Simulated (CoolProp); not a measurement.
Values from CoolProp's reference Helmholtz-energy equation of state, Thol 2018.

Problem. For hydrogen chloride, give the phase and the density (kg/m³), cv (kJ/(kg K)), speed of sound (m/s), Joule-Thomson coefficient (K/MPa) at 303.6 K and 4.97 MPa; 512.4 K and 4.97 MPa; 590.7 K and 4.97 MPa.

Solution. 
- 303.6 K and 4.97 MPa: gas; density 115, cv 0.941, speed of sound 245, Joule-Thomson coefficient 12.9
- 512.4 K and 4.97 MPa: gas; density 44.7, cv 0.588, speed of sound 399, Joule-Thomson coefficient 4.89
- 590.7 K and 4.97 MPa: gas; density 38.0, cv 0.589, speed of sound 432, Joule-Thomson coefficient 3.79
